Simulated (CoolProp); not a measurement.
200 sccm (0 °C, 1 atm) of nitrogen bubbles through liquid R365MFC at 298.1 K and leaves saturated at a total pressure of 0.15 MPa (ideal gas phase). Each further row changes one setting.

The numbers come from the reference Helmholtz-energy equation of state, Lemmon 2016 in CoolProp.

| case | vapour pressure (kPa) | mole fraction of vapour | delivery (mg/min) | delivery (sccm) | change of delivery for a bath 1 K warmer (%) |
|---|---|---|---|---|---|
| as stated | 56.6 | 0.378 | 802 | 121 | 6.8 |
| bath temperature 303.1 K | 69.1 | 0.461 | 1130 | 171 | 7.6 |
| total pressure 0.3 MPa | 56.6 | 0.189 | 308 | 46.6 | 5.1 |
